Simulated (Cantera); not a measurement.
Equilibrium for titanium nitride, carbide and oxide coatings: TiCl₄ + H₂O

Input: 1 mol TiCl₄, 8.2 mol H₂O, held at 11000 Pa.

Method: chemical equilibrium by Gibbs-energy minimisation in Cantera with the NASA 1993 tables (ideal gas, pure condensed phases). Candidate condensed phases: H₂O, Ti, TiCl₂, TiCl₃, TiCl₄, TiO, TiO₂, Ti₂O₃, Ti₃O₅, Ti₄O₇; 23 gas species. Condensed phases not in the tables: TiOCl. Gases not in the tables: TiO(OH)₂. Rates play no part.

From 875 °C to 1475 °C the condensed part is TiO₂(rutile).

| T (°C) | x H₂O | x HCl | x Cl | x H₂ | n TiO₂(rutile) |
|---|---|---|---|---|---|
| 875 | 0.608 | 0.392 | 1.89e-5 | 1.55e-5 | 1.00 |
| 925 | 0.608 | 0.392 | 3.73e-5 | 2.74e-5 | 1.00 |
| 975 | 0.608 | 0.392 | 6.87e-5 | 4.72e-5 | 1.00 |
| 1025 | 0.608 | 0.392 | 0.000120 | 7.95e-5 | 1.00 |
| 1075 | 0.608 | 0.392 | 0.000199 | 0.000131 | 1.00 |
| 1125 | 0.608 | 0.392 | 0.000318 | 0.000209 | 1.00 |
| 1175 | 0.608 | 0.392 | 0.000491 | 0.000326 | 1.00 |
| 1225 | 0.607 | 0.391 | 0.000733 | 0.000497 | 1.00 |
| 1275 | 0.607 | 0.391 | 0.00107 | 0.000739 | 1.00 |
| 1325 | 0.607 | 0.390 | 0.00151 | 0.00108 | 1.00 |
| 1375 | 0.606 | 0.389 | 0.00209 | 0.00153 | 1.00 |
| 1425 | 0.606 | 0.389 | 0.00284 | 0.00215 | 1.000 |
| 1475 | 0.605 | 0.387 | 0.00379 | 0.00295 | 1.000 |
x: gas mole fraction; n: condensed amount in mol.
